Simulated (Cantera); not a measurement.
## Adiabatic ignition

An adiabatic, constant-volume homogeneous reactor starts with CH₄ : CO : O₂ : N₂ = 1 : 0.037 : 2.91 : 9.59 (molar parts), equivalence ratio 0.69, at 1423 K and 1000000 Pa.

Computed with Cantera and GRI-Mech 3.0 (53 species, 325 reactions).

| t (s) | T (K) | P (bar) | x CH₄ | x CO | x O₂ | x CH₂ | x H | x HCN | x NO |
|---|---|---|---|---|---|---|---|---|---|
| 4.00e-6 | 1423 | 10.00 | 0.0739 | 0.00273 | 0.215 | <1e-12 | 1.93e-9 | <1e-12 | <1e-12 |
| 8.92e-6 | 1423 | 10.00 | 0.0739 | 0.00273 | 0.215 | <1e-12 | 3.80e-9 | <1e-12 | <1e-12 |
| 1.99e-5 | 1423 | 10.00 | 0.0739 | 0.00273 | 0.215 | 5.99e-12 | 1.09e-8 | <1e-12 | <1e-12 |
| 4.43e-5 | 1423 | 10.0 | 0.0738 | 0.00273 | 0.215 | 5.65e-11 | 3.84e-8 | <1e-12 | <1e-12 |
| 9.88e-5 | 1426 | 10.0 | 0.0733 | 0.00276 | 0.215 | 2.25e-10 | 1.11e-7 | <1e-12 | <1e-12 |
| 0.000220 | 1449 | 10.2 | 0.0698 | 0.00345 | 0.212 | 2.87e-9 | 8.97e-7 | <1e-12 | 3.68e-12 |
| 0.000491 | 2938 | 21.0 | <1e-12 | 0.0146 | 0.0579 | <1e-12 | 0.00188 | 1.08e-9 | 0.0197 |
| 0.00110 | 2935 | 21.0 | <1e-12 | 0.0146 | 0.0571 | <1e-12 | 0.00186 | 1.13e-9 | 0.0215 |
| 0.00244 | 2935 | 21.0 | <1e-12 | 0.0146 | 0.0571 | <1e-12 | 0.00186 | 1.13e-9 | 0.0215 |
| 0.00545 | 2935 | 21.0 | <1e-12 | 0.0146 | 0.0571 | <1e-12 | 0.00186 | 1.13e-9 | 0.0215 |
| 0.0121 | 2935 | 21.0 | <1e-12 | 0.0146 | 0.0571 | <1e-12 | 0.00186 | 1.13e-9 | 0.0215 |
| 0.0271 | 2935 | 21.0 | <1e-12 | 0.0146 | 0.0571 | <1e-12 | 0.00186 | 1.13e-9 | 0.0215 |
| 0.0604 | 2935 | 21.0 | <1e-12 | 0.0146 | 0.0571 | <1e-12 | 0.00186 | 1.13e-9 | 0.0215 |
| 0.135 | 2935 | 21.0 | <1e-12 | 0.0146 | 0.0571 | <1e-12 | 0.00186 | 1.13e-9 | 0.0215 |
| 0.300 | 2935 | 21.0 | <1e-12 | 0.0146 | 0.0571 | <1e-12 | 0.00186 | 1.13e-9 | 0.0215 |
x: mole fraction; the columns are a selection and need not sum to one.

```json
{
 "time_of_steepest_temperature_rise": "0.291 ms",
 "temperature at 0.300 s": "2935 K",
 "equilibrium_temperature": "2935 K",
 "x(CH₄) at 0.300 s": "<1e-12 (gas-phase equilibrium <1e-12)",
 "x(CO) at 0.300 s": "0.0146 (gas-phase equilibrium 0.0146)",
 "x(O₂) at 0.300 s": "0.0571 (gas-phase equilibrium 0.0571)"
}
```
